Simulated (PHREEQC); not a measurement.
Dissolve 0.031 mol/kgw NaH2PO4 and 0.036 mol/kgw NaF at 25 °C. Closed to the air; pH follows from the charge balance.

All values are PHREEQC results (ion-association model, phreeqc.dat), not measurements.

Question: The ionic strength comes out as 0.0666 mol/kgw. What activity coefficients do F-, HF2-, H2PO4-, HPO4-2, H+ get?

Answer: F- 0.79, HF2- 0.81, H2PO4- 0.81, HPO4-2 0.43, H+ 0.84.

This is a speciation only: nothing precipitates in the calculation.
